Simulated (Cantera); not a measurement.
Input: 1 mol N2O, 8.5 mol H2O, 0.091 mol H2, at 2648 K.

Method: chemical equilibrium by Gibbs-energy minimisation in Cantera with the NASA 1993 tables (ideal gas, pure condensed phases). Candidate condensed phases: H2O; 24 gas species. The numbers say what is thermodynamically allowed, not how fast it happens.

**Question.** At 0.0750 Torr, list the 7 most abundant gas species with their mole fractions, and the condensed phases.

**Answer.** H 0.599, O 0.318, N2 0.0370, H2 0.0166, OH 0.0137, O2 0.0121, H2O 0.00156. Condensed: gas only.
